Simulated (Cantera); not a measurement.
A closed system holds: 1 mol Si, 1.7 mol Cl₂, 7.4 mol H₂, at 16.0 bar.

Cantera equilibrium calculation (NASA polynomials, part measured and part estimated; ideal gas, pure solids and liquids). Candidate condensed phases: Si; 19 gas species. The tables' values for SiCl₃ are old estimates; treat these amounts as uncertain. Gases not in the tables: Si₂H₆ and higher silanes. Equilibrium is a limit: real reactors are often held back by kinetics, nucleation or transport. All values below are at 1427 °C.

Base state: H₂ 0.785, HCl 0.105, SiCl₂ 0.0501, SiHCl₃ 0.0207, SiCl₃ 0.0191, SiCl₄ 0.0143, SiH₂Cl₂ 0.00524, SiH₃Cl 0.000402 (mole fractions); condensed: Si(l).

**Question.** What changes in the equilibrium state with this change: Si replaced by SiCl₄?

**Answer.** 
```csv
species,before,after
H₂,0.785,0.520
HCl,0.105,0.383
SiCl₄,0.0143,0.0557
SiCl₂,0.0501,0.00969
SiHCl₃,0.0207,0.0146
SiCl₃,0.0191,0.0166
SiH₄,1.24e-5,5.21e-8
SiH₂,1.11e-5,7.10e-8
SiH₃Cl,0.000402,9.36e-6
SiH₂Cl₂,0.00524,0.000672
"Si(l), mol",0.0483,0
```
